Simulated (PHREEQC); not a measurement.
Solution (59 °C): 0.053 mol HF, 0.0049 mol NaF and 0.0044 mol H2SiF6 per kg of water. It is in equilibrium with CO2 at log p = -3.4 (atm). Otherwise closed; pH follows from the charge balance.

Equilibrium calculation in PHREEQC: ion-association model, wateq4f.dat.

| quantity | before | after |
|---|---|---|
| pH | 2.17 | 2.80 |
| ionic strength (mol/kgw) | 0.0169 | 0.0306 |
| F- (mol/kgw) | 0.00299 | 0.0141 |
| H2F2 (mol/kgw) | 0.00178 | 0.00198 |
| SI of Nahcolite (NaHCO3) | -11.39 | -10.08 |
| SI of Natron (Na2CO3:10H2O) | -21.88 | -19.26 |

Q: Which change was made?
(A) HF replaced by (CH3)4NF at the same molality
(B) NaF from 0.0049 to 0.0245 mol/kgw
(C) H2SiF6 replaced by NH4BF4 at the same molality
(D) HF from 0.053 to 0.0795 mol/kgw
(E) HF left out

A: B, NaF from 0.0049 to 0.0245 mol/kgw

No solid was allowed to form. At this temperature some constants are extrapolated from 25 °C, and those without enthalpy data are left unchanged. SiF6-2 is the database's only silicon fluoride.
